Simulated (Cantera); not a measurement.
Predominance diagram of Cr at 1177 °C against the partial pressures of O2 and N2 (log10, bar). Standard-state values (1 bar) from the NASA 1993 polynomials, evaluated with Cantera. Candidates: Cr(s), CrN(s), Cr2N(s), Cr2O3(s). Only these pure phases compete in this equilibrium. 

```
log p(N2) \ log p(O2)
        columns: -28, -26.6, -25.2, -23.8, -22.4, -21, -19.6, -18.2, -16.8, -15.4, -14, -12.6, -11.2, -9.8, -8.4, -7, -5.6, -4.2, -2.8, -1.4, 0
      0  A A A A A A A A B B B B B B B B B B B B B
   -0.9  A A A A A A A A B B B B B B B B B B B B B
   -1.9  C C C C C C C C B B B B B B B B B B B B B
   -2.8  C C C C C C C C B B B B B B B B B B B B B
   -3.7  C C C C C C C C B B B B B B B B B B B B B
   -4.6  C C C C C C C C B B B B B B B B B B B B B
   -5.6  C C C C C C C C B B B B B B B B B B B B B
   -6.5  C C C C C C C C B B B B B B B B B B B B B
   -7.4  C C C C C C C C B B B B B B B B B B B B B
   -8.4  C C C C C C C C B B B B B B B B B B B B B
   -9.3  C C C C C C C C B B B B B B B B B B B B B
  -10.2  C C C C C C C C B B B B B B B B B B B B B
  -11.1  C C C C C C C C B B B B B B B B B B B B B
  -12.1  C C C C C C C C B B B B B B B B B B B B B
    -13  C C C C C C C C B B B B B B B B B B B B B
```

A: Cr2N(s); B: Cr2O3(s); C: Cr(s).
